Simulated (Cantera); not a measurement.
## Premixed flame

A freely propagating, adiabatic, planar premixed flame of CH4 : O2 : N2 = 1 : 2.2 : 7.47 (molar parts), unburnt at 525 K and 3750 Torr; multicomponent+Soret transport, grid criteria slope 0.08 and curve 0.16, no radiation.

Detailed kinetics in Cantera: GRI-Mech 3.0 (53 species, 325 reactions). Burning velocities carry a grid error of a few per cent, more on coarse grids.

```json
[
 {"z (mm)": "-0.301", "T (K)": "525", "u (m/s)": "0.627", "x CH4": "0.0936", "x O2": "0.206", "x H2": "0.000462", "x CO": "4.95e-6", "x HCO": "<1e-8", "x NO": "<1e-8"},
 {"z (mm)": "-0.201", "T (K)": "530", "u (m/s)": "0.633", "x CH4": "0.0930", "x O2": "0.206", "x H2": "0.00131", "x CO": "8.07e-5", "x HCO": "<1e-8", "x NO": "<1e-8"},
 {"z (mm)": "-0.150", "T (K)": "543", "u (m/s)": "0.650", "x CH4": "0.0916", "x O2": "0.205", "x H2": "0.00228", "x CO": "0.000337", "x HCO": "<1e-8", "x NO": "3.73e-8"},
 {"z (mm)": "-0.100", "T (K)": "624", "u (m/s)": "0.748", "x CH4": "0.0852", "x O2": "0.200", "x H2": "0.00424", "x CO": "0.00208", "x HCO": "<1e-8", "x NO": "2.88e-7"},
 {"z (mm)": "-0.0501", "T (K)": "1051", "u (m/s)": "1.27", "x CH4": "0.0587", "x O2": "0.162", "x H2": "0.00834", "x CO": "0.0139", "x HCO": "2.64e-7", "x NO": "3.57e-6"},
 {"z (mm)": "-0.0251", "T (K)": "1476", "u (m/s)": "1.80", "x CH4": "0.0316", "x O2": "0.118", "x H2": "0.0111", "x CO": "0.0281", "x HCO": "7.32e-6", "x NO": "8.83e-6"},
 {"z (mm)": "0", "T (K)": "1888", "u (m/s)": "2.32", "x CH4": "0.00635", "x O2": "0.0683", "x H2": "0.0115", "x CO": "0.0403", "x HCO": "3.11e-5", "x NO": "1.70e-5"},
 {"z (mm)": "0.0251", "T (K)": "2067", "u (m/s)": "2.53", "x CH4": "0.000270", "x O2": "0.0425", "x H2": "0.00829", "x CO": "0.0340", "x HCO": "7.28e-6", "x NO": "2.70e-5"},
 {"z (mm)": "0.0501", "T (K)": "2141", "u (m/s)": "2.61", "x CH4": "6.08e-6", "x O2": "0.0344", "x H2": "0.00669", "x CO": "0.0247", "x HCO": "3.00e-7", "x NO": "3.46e-5"},
 {"z (mm)": "0.100", "T (K)": "2228", "u (m/s)": "2.70", "x CH4": "<1e-8", "x O2": "0.0291", "x H2": "0.00543", "x CO": "0.0163", "x HCO": "2.73e-8", "x NO": "4.57e-5"},
 {"z (mm)": "0.201", "T (K)": "2308", "u (m/s)": "2.78", "x CH4": "<1e-8", "x O2": "0.0254", "x H2": "0.00381", "x CO": "0.0109", "x HCO": "<1e-8", "x NO": "6.31e-5"},
 {"z (mm)": "0.401", "T (K)": "2361", "u (m/s)": "2.84", "x CH4": "<1e-8", "x O2": "0.0230", "x H2": "0.00252", "x CO": "0.00729", "x HCO": "<1e-8", "x NO": "9.00e-5"},
 {"z (mm)": "0.802", "T (K)": "2383", "u (m/s)": "2.86", "x CH4": "<1e-8", "x O2": "0.0220", "x H2": "0.00197", "x CO": "0.00558", "x HCO": "<1e-8", "x NO": "0.000134"}
]
```
x: mole fraction of selected species; z is measured from the peak of heat release.

```json
{
  "laminar_burning_velocity": "62.7 cm/s",
  "thermal_thickness": "0.100 mm",
  "peak x(H2)": "0.0120",
  "peak x(CO)": "0.0405",
  "peak x(HCO)": "3.12e-5",
  "grid_points": "142"
}
```
